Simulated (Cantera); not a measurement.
Mixture: CH₄ : CO : O₂ : N₂ = 1 : 0.1 : 1.14 : 3.53 (molar parts), equivalence ratio 1.8, at 540000 Pa, adiabatic and at constant volume. Ignition delay is the time to a rise of 400 K.

Detailed kinetics in Cantera: GRI-Mech 3.0 (53 species, 325 reactions).

Q: Predict: delay at 1125 K; delay at 1275 K; delay at 1425 K; delay at 1575 K; delay at 1725 K; apparent activation energy between 1650 and 1800 K.

A: 
| Quantity | Value |
|---|---|
| delay at 1125 K | 35.1 ms |
| delay at 1275 K | 4.45 ms |
| delay at 1425 K | 0.756 ms |
| delay at 1575 K | 0.160 ms |
| delay at 1725 K | 42.6 µs |
| apparent activation energy between 1650 and 1800 K | 200 kJ/mol |
